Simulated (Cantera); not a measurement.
Stirred combustor or abatement burner

A perfectly stirred reactor is fed with 2.12 % C3H8, 17.7 % O2, 66.4 % N2, 13.8 % H2O, equivalence ratio 0.60, at 4.50 bar; it is adiabatic with a 400 K inlet, and is followed from long to short residence time, starting on the burning branch (τ in s: 0.022, 0.01, 0.0045, 0.002, 0.00091, 0.00041, 0.00019, 8.4e-05, 3.8e-05, 1.7e-05, 7.7e-06).

Cantera simulation using GRI-Mech 3.0 (53 species, 325 reactions); the numbers are that mechanism's predictions, not measurements. GRI-Mech 3.0 was tuned for natural gas; its chemistry of propane as a main component is partial and can be far from experiment.

| τ (s) | T (K) | x C3H8 | x O2 | x H2O | x C2H | x C2H2 | x N2O | x CO |
|---|---|---|---|---|---|---|---|---|
| 0.022 | 1579 | 4.50e-6 | 0.0695 | 0.218 | 1.21e-9 | 1.12e-5 | 9.69e-7 | 0.000554 |
| 0.010 | 1574 | 8.18e-6 | 0.0698 | 0.218 | 2.00e-9 | 1.57e-5 | 1.21e-6 | 0.000997 |
| 0.0045 | 1566 | 1.52e-5 | 0.0703 | 0.217 | 3.15e-9 | 2.16e-5 | 1.33e-6 | 0.00184 |
| 0.0020 | 1548 | 3.05e-5 | 0.0715 | 0.217 | 4.45e-9 | 2.97e-5 | 1.23e-6 | 0.00362 |
| 0.00091 | 400 | 0.0212 | 0.177 | 0.138 | <1e-12 | <1e-12 | <1e-12 | <1e-12 |
| 0.00041 | 400 | 0.0212 | 0.177 | 0.138 | <1e-12 | <1e-12 | <1e-12 | <1e-12 |
| 0.00019 | 400 | 0.0212 | 0.177 | 0.138 | <1e-12 | <1e-12 | <1e-12 | <1e-12 |
| 8.4e-5 | 400 | 0.0212 | 0.177 | 0.138 | <1e-12 | <1e-12 | <1e-12 | <1e-12 |
| 3.8e-5 | 400 | 0.0212 | 0.177 | 0.138 | <1e-12 | <1e-12 | <1e-12 | <1e-12 |
| 1.7e-5 | 400 | 0.0212 | 0.177 | 0.138 | <1e-12 | <1e-12 | <1e-12 | <1e-12 |
| 7.7e-6 | 400 | 0.0212 | 0.177 | 0.138 | <1e-12 | <1e-12 | <1e-12 | <1e-12 |
x: mole fraction; the columns are a selection and need not sum to one.
